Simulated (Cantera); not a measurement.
Input: 1 mol acetone, 0.63 mol CO2, at 900 Torr.

These are equilibrium values from Cantera (NASA tables, ideal gas, pure condensed phases), not measurements of a reactor. Candidate condensed phases: C, C6H6, C7H8, C8H18, H2O; 110 gas species. The feed counts by its element totals alone. The numbers say what is thermodynamically allowed, not how fast it happens.

Problem. At 2023 K, list the 6 most abundant gas species with their mole fractions, and the condensed phases.

Solution. H2 0.569, CO 0.429, H 0.00131, C2H2 (acetylene) 0.000508, CH4 0.000155, H2O 3.14e-5. Condensed: C(graphite).
